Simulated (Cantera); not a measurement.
**Thermodynamics of silicon etching in halogen gases, feed Si + Cl₂**

Input: 1 mol Si, a varied amount of Cl₂, at 598.15 K and 0.100 bar.

Equilibrium computed with Cantera from the NASA thermochemical tables; the gas is ideal and each condensed phase is pure. Candidate condensed phases: Si; 9 gas species. The numbers say what is thermodynamically allowed, not how fast it happens.

| n(Cl₂) (mol) | x SiCl₄ | x Cl₂ | x SiCl₃ | x Cl | x SiCl₂ | n Si(s) |
|---|---|---|---|---|---|---|
| 0.61 | 1.000 | <1e-12 | 2.07e-6 | <1e-12 | 6.22e-9 | 0.695 |
| 1.2 | 1.000 | <1e-12 | 2.07e-6 | <1e-12 | 6.22e-9 | 0.400 |
| 1.7 | 1.000 | <1e-12 | 2.07e-6 | <1e-12 | 6.22e-9 | 0.150 |
| 2.3 | 0.769 | 0.231 | <1e-12 | 2.75e-8 | <1e-12 | 0 |
| 2.8 | 0.556 | 0.444 | <1e-12 | 3.82e-8 | <1e-12 | 0 |
| 3.4 | 0.417 | 0.583 | <1e-12 | 4.38e-8 | <1e-12 | 0 |
| 4 | 0.333 | 0.667 | <1e-12 | 4.68e-8 | <1e-12 | 0 |
x: gas mole fraction; n: condensed amount in mol.

From 0.61 mol Cl₂ to 1.7 mol Cl₂ the condensed part is Si(s). From 2.3 mol Cl₂ to 4 mol Cl₂ nothing is condensed. The main Si-bearing gas is SiCl₄ throughout.
